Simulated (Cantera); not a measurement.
Charge: 1 mol SiHCl3, 0.22 mol N2, 35 mol H2, equilibrated at 72000 Pa.

These are equilibrium values from Cantera (NASA tables, ideal gas, pure condensed phases), not measurements of a reactor. Candidate condensed phases: NH4Cl, Si, Si3N4; 28 gas species. N2 is the only nitrogen source here; it is nearly inert below about 1500 K, so the nitride shown seldom forms there in practice. Mutual solubility and eutectic melting of coexisting phases are not modelled. Gases not in the tables: Si2H6 and higher silanes. Rates play no part.

What share of the Si ends up in condensed phases as a function of T (°C), at 427, 577, 727, 877, 1027, 1177, 1327, 1477, 1627, 1777?


```tsv
T (°C)	Si condensed (%)	as
427	33.0	Si3N4(s)
577	33.0	Si3N4(s)
727	33.0	Si3N4(s)
877	33.0	Si3N4(s)
1027	46.5	Si(s) + Si3N4(s)
1177	53.4	Si(s) + Si3N4(s)
1327	53.9	Si(s) + Si3N4(s)
1477	55.6	Si(l) + Si3N4(s)
1627	60.4	Si(l)
1777	63.4	Si(l)
```
